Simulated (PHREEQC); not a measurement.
PHREEQC input (ion-association model, phreeqc.dat):

```
SOLUTION_SPECIES
  SO4-2 + 9 H+ + 8 e- = HS- + 4 H2O  # shut off: sulfate is not reduced
    -log_k -100
    -delta_h 0
    -analytic -100
SOLUTION 0
  temp 40
  units mmol/kgw
  pH 7 charge
  S(6) 0.97
  Zn 0.97
  Cl 0.69
  Cu(2) 0.34
SOLUTION 1-40
  temp 40
  units mmol/kgw
  pH 7 charge
  Cl 3.41
  Mn(2) 1.7
END
EXCHANGE 1-40
  X 0.0029
  -equilibrate 1
END
SELECTED_OUTPUT 1
  -reset false
  -pH true
  -pe true
  -ionic_strength true
  -water true
  -step true
  -totals Cl Cu Mn S Zn Cu(1) Cu(2) Mn(2) Mn(3) S(-2)
    S(6)
  -molalities MnX2 CuX2 ZnX2
  -saturation_indices Pyrochroite Zn(OH)2(e)
PRINT
  -reset false
TRANSPORT
  -cells 40
  -shifts 198
  -lengths 0.0125
  -time_step 720
  -dispersivities 0.018
  -boundary_conditions flux flux
  -correct_disp true
  -punch_cells 40
  -punch_frequency 6
END
```

Selected output (columns that matter, 11 of 34 rows; pore volumes added in front):

```
pore volumes	pH	mu	Cl	Cu	Mn	S	Zn	m_MnX2	m_CuX2	m_ZnX2	si_Pyrochroite	si_Zn(OH)2(e)
0	5.0301	0.0050756	0.00341	0	0.0017	0	0	0.00145	0	0	-8.0446	-1000
0.4625	5.0302	0.0050738	0.0034042	7.1601e-12	0.0016992	2.0687e-06	5.0608e-14	0.00145	7.314e-12	8.2069e-14	-8.0447	-14.875
1.0625	5.0518	0.0045956	0.0016668	3.3587e-06	0.0014462	0.00062166	5.4139e-07	0.0014449	4.0333e-06	1.0216e-06	-8.0924	-7.8255
1.5125	5.0593	0.0044065	0.00081267	5.7567e-05	0.0012412	0.00092626	2.8855e-05	0.0013187	7.3635e-05	5.7707e-05	-8.155	-6.0964
1.9625	5.0443	0.0043758	0.0006993	0.00022878	0.00080452	0.00096668	0.00027804	0.0007277	0.00024909	0.00047321	-8.3747	-5.144
2.4125	5.0295	0.0043589	0.00069056	0.0003395	0.00027707	0.0009698	0.00069351	0.00020182	0.00029763	0.00095054	-8.8669	-4.7764
3.0125	5.0265	0.0043501	0.00069001	0.00034876	4.0615e-05	0.00097	0.00092062	2.6859e-05	0.00027757	0.0011456	-9.7067	-4.6591
3.4625	5.0267	0.0043486	0.00069	0.00034361	8.6267e-06	0.00097	0.00095776	5.6235e-06	0.00026957	0.0011748	-10.379	-4.6416
3.9125	5.0268	0.0043482	0.00069	0.00034118	1.765e-06	0.00097	0.00096705	1.1466e-06	0.00026674	0.0011821	-11.068	-4.6371
4.5125	5.0269	0.0043481	0.00069	0.00034023	2.0531e-07	0.00097	0.00096957	1.3325e-07	0.00026576	0.0011841	-12.002	-4.6358
4.9625	5.0269	0.0043481	0.00069	0.00034006	4.014e-08	0.00097	0.0009699	2.6049e-08	0.0002656	0.0011844	-12.711	-4.6356
```

At this temperature some constants are extrapolated from 25 °C, and those without enthalpy data are left unchanged.
